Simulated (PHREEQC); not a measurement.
Solution (40 °C): 0.001 mol NH3 and 0.017 mol Na2SiO3 per kg of water. Closed to the air; pH follows from the charge balance.

The numbers come from PHREEQC with the ion-association model, phreeqc.dat.

Each row changes one thing in this solution. No solid was allowed to form.

```tsv
case	pH	ionic strength (mol/kgw)	NH4+ (mol/kgw)
as made	11.64	0.0358	1.81e-6
diluted 100-fold with water	9.89	0.000341	7.86e-7
NH3 from 0.001 to 0.0002 mol/kgw	11.64	0.0358	3.62e-7
NH3 replaced by NH4Cl at the same molality	11.61	0.0357	1.92e-6
Na2SiO3 left out	9.64	0.000130	0.000130
diluted 10-fold with water	10.76	0.00342	1.18e-6
NH3 from 0.001 to 0.0011 mol/kgw	11.64	0.0358	1.99e-6
```

Constants without temperature data keep their 25 °C values here.
